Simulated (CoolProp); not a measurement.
Vapour-liquid equilibrium of hydrogen chloride (1) + propane (2) at 230.4 K; x and y are mole fractions of (1).

Values from CoolProp's multi-fluid Helmholtz-energy mixture model, Thol 2018 and Lemmon 2009; pair parameters Bell 2016.

```csv
x,"bubble pressure, mixture model (bar)","bubble pressure, Raoult's law (bar)","y, mixture model","y, Raoult's law"
0.05,1.758,1.283,0.452,0.270
0.2,3.584,2.175,0.754,0.638
0.35,4.724,3.067,0.830,0.791
0.5,5.407,3.959,0.866,0.876
0.65,5.878,4.851,0.891,0.929
0.8,6.309,5.743,0.921,0.966
0.95,6.777,6.635,0.973,0.993
```

The largest gap from Raoult's law is +64.8 % in bubble pressure, at x = 0.2. No azeotrope shows between x = 0.05 and 0.95.

The pair parameters rest on a limited set of measurements; away from them the model extrapolates. With so large a gap from Raoult's law the liquid may split in two, which this calculation doesn't test in full.
